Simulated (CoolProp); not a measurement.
A single-stage vapour-compression cycle with R407C: evaporating at 220.15 K (dew point), condensing at 263.15 K (bubble point), superheat 5 K, subcooling 2 K, compressor efficiency 0.75, no pressure losses. Each further row changes one setting.

Computed with CoolProp (reference Helmholtz-energy equation of state, Lemmon 2003). It is a pseudo-pure fit of the blend.

| case | cooling COP | pressure ratio | discharge temperature (K) | refrigerating effect (kJ/kg) | volumetric capacity (kJ/m³) |
|---|---|---|---|---|---|
| as stated | 2.72 | 9.57 | 324.2 | 200 | 398 |
| evaporating temperature 225.15 K | 3.17 | 7.21 | 317.2 | 203 | 528 |
| condensing temperature 258.15 K | 3.09 | 7.99 | 315.8 | 207 | 412 |
| subcooling 7 K | 2.82 | 9.57 | 324.2 | 207 | 412 |
| superheat 15 K | 2.70 | 9.57 | 335.8 | 208 | 394 |
| compressor efficiency 0.65 | 2.36 | 9.57 | 336.5 | 200 | 398 |
